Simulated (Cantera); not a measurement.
A perfectly stirred reactor is fed with CH4 : CO2 = 1 : 1.1 (molar parts), at 0.810 bar; it is held at 1850 K, and followed from long to short residence time.

Detailed kinetics in Cantera: GRI-Mech 3.0 (53 species, 325 reactions).

Task: What does this change do: temperature 1850 to 1450 K?

Result: 
```tsv
quantity	before	after
x(CH4) at τ = 4.50 s	0.00505	0.157
x(CO2) at τ = 4.50 s	0.0118	0.219
x(O2) at τ = 4.50 s	6.55e-11	<1e-12
x(HCO) at τ = 4.50 s	8.21e-8	9.50e-10
x(H2) at τ = 4.50 s	0.440	0.153
x(CH4) at τ = 67.0 ms	0.0314	0.455
x(CO2) at τ = 67.0 ms	0.0665	0.517
x(O2) at τ = 67.0 ms	8.00e-10	<1e-12
x(HCO) at τ = 67.0 ms	7.32e-8	2.08e-10
x(H2) at τ = 67.0 ms	0.294	0.0172
```
